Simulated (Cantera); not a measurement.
Input (Python, Cantera):

```python
import numpy as np
import cantera as ct

gas = ct.Solution("h2o2.yaml")
gas.TPX = 1225, 13000, {'H2': 0.48, 'O2': 1, 'N2': 5.5}
reactor = ct.IdealGasConstPressureReactor(gas, energy="off", clone=False)
net = ct.ReactorNet([reactor])
net.rtol, net.atol = 1e-08, 1e-18
show = ['H2', 'O2', 'HO2', 'OH', 'H2O', 'H2O2', 'H']
times = np.geomspace(4e-06, 1, 13)

steps = ct.SolutionArray(gas, extra=["t"])
rows = []
print(f"{'t/s':>10s}{'T/K':>9s}{'P/Pa':>11s}" + "".join(f"{s:>11s}" for s in show))
for t in times:
    while net.time < t:
        t_next = net.step()
        steps.append(gas.state, t=t_next)
    rows.append([np.interp(t, steps.t, y) for y in (steps.T, steps.P, *steps(*show).X.T)])
    print(f"{t:10.3e}{rows[-1][0]:9.1f}{rows[-1][1]:11.4g}" + "".join(f"{x:11.3e}" for x in rows[-1][2:]))
rate = np.gradient(steps.T, steps.t)
print("integrator steps:", len(steps.t))
if steps.T.max() > steps.T[0] + 200:
    print(f"time of steepest temperature rise: {steps.t[rate.argmax()]:.4e} s")
gas.TPX = 1225, 13000, {'H2': 0.48, 'O2': 1, 'N2': 5.5}
gas.equilibrate("TP")
print(f"equilibrium (TP): T = {gas.T:.1f} K  " + "  ".join(f"{s} {gas[s].X[0]:.3e}" for s in show))
```

Result:

```
       t/s      T/K       P/Pa         H2         O2        HO2         OH        H2O       H2O2          H
 4.000e-06   1225.0    1.3e+04  6.877e-02  1.433e-01  5.618e-10  3.339e-11  1.006e-11  7.555e-14  5.324e-10
 1.127e-05   1225.0    1.3e+04  6.877e-02  1.433e-01  1.587e-09  1.965e-10  1.758e-10  5.986e-13  1.492e-09
 3.175e-05   1225.0    1.3e+04  6.877e-02  1.433e-01  4.514e-09  1.113e-09  2.776e-09  4.745e-12  5.437e-09
 8.944e-05   1225.0    1.3e+04  6.877e-02  1.433e-01  1.376e-08  1.363e-08  6.849e-08  3.833e-11  5.716e-08
 2.520e-04   1225.0    1.3e+04  6.872e-02  1.432e-01  5.372e-07  5.061e-06  2.985e-05  1.217e-09  2.089e-05
 7.099e-04   1225.0    1.3e+04  4.778e-03  1.096e-01  7.835e-06  3.016e-03  5.212e-02  5.071e-07  2.180e-02
 2.000e-03   1225.0    1.3e+04  1.951e-03  1.109e-01  7.729e-06  1.923e-03  6.515e-02  6.104e-07  5.153e-03
 5.635e-03   1225.0    1.3e+04  3.094e-04  1.123e-01  4.906e-06  7.259e-04  7.033e-02  4.318e-07  2.837e-04
 1.587e-02   1225.0    1.3e+04  3.186e-05  1.127e-01  1.303e-06  2.317e-04  7.105e-02  1.449e-07  9.291e-06
 4.472e-02   1225.0    1.3e+04  4.426e-06  1.127e-01  2.589e-07  8.972e-05  7.116e-02  4.074e-08  5.297e-07
 1.260e-01   1225.0    1.3e+04  9.046e-07  1.127e-01  6.198e-08  4.186e-05  7.119e-02  1.219e-08  5.351e-08
 3.550e-01   1225.0    1.3e+04  2.380e-07  1.128e-01  1.840e-08  2.188e-05  7.120e-02  3.931e-09  7.635e-09
 1.000e+00   1225.0    1.3e+04  7.305e-08  1.128e-01  7.480e-09  1.224e-05  7.121e-02  1.352e-09  1.341e-09
integrator steps: 1621
equilibrium (TP): T = 1225.0 K  H2 1.252e-08  O2 1.128e-01  HO2 5.597e-09  OH 5.039e-06  H2O 7.121e-02  H2O2 2.573e-10  H 9.737e-11
```

Computed with Cantera and the H2/O2 subset of GRI-Mech 3.0, which has no nitrogen chemistry. The temperature is held fixed by assumption; the heat of reaction is taken as removed at once.
